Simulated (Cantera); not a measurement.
A freely propagating, adiabatic, planar premixed flame of H₂ : O₂ : N₂ = 1 : 0.781 : 2.97 (molar parts), equivalence ratio 0.64, unburnt at 500 K and 0.217 atm; mixture-averaged transport, grid criteria slope 0.08 and curve 0.16, no radiation.

Cantera simulation using the H2/O2 subset of GRI-Mech 3.0, which has no nitrogen chemistry; the numbers are that mechanism's predictions, not measurements. Burning velocities carry a grid error of a few per cent, more on coarse grids. Lean hydrogen flames are cellular in practice and burn faster than this planar one.

**Question.** What does this change do: inlet temperature 500 to 600 K?

**Answer.** 
| quantity | before | after |
|---|---|---|
| laminar burning velocity | 317 cm/s | 471 cm/s |
| thermal thickness | 2.96 mm | 3.25 mm |
| peak x(OH) | 0.0119 | 0.0135 |
| peak x(HO₂) | 0.000118 | 8.50e-5 |
| peak x(H₂O₂) | 9.14e-6 | 2.68e-6 |
